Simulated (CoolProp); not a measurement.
A single-stage vapour-compression cycle with the fluid: evaporating at 253.15 K (dew point), condensing at 284.15 K (bubble point), superheat 5 K, subcooling 8 K, compressor efficiency 0.6, no pressure losses. The same conditions are run with several fluids, on thermodynamics alone (safety and materials aside).

Values from CoolProp's reference Helmholtz-energy equation of state of each fluid (vinyl chloride: Thol 2022; sulfur hexafluoride: Guder 2009; R245ca: Zhou 2016; propylene: Lemmon 2013; carbonyl sulfide: Lemmon 2006; carbon dioxide: Span 1996).

Task: Rank vinyl chloride, sulfur hexafluoride, R245ca, propylene, carbonyl sulfide, carbon dioxide by cooling COP, highest first.

Result: R245ca (4.64), vinyl chloride (4.57), propylene (4.50), carbonyl sulfide (4.46), sulfur hexafluoride (4.18), carbon dioxide (3.84)

```
fluid                pressure ratio  discharge temperature (K)  refrigerating effect (kJ/kg)  volumetric capacity (kJ/m³)
-------------------  --------------  -------------------------  ----------------------------  ---------------------------
vinyl chloride                 3.25                      343.8                           330                          770
sulfur hexafluoride            2.43                      297.6                          77.2                         4210
R245ca                         4.76                      310.0                           203                          151
propylene                      2.62                      316.9                           358                         2310
carbonyl sulfide               2.61                      346.5                           262                         2660
carbon dioxide                 2.34                      338.8                           237                        11800
```
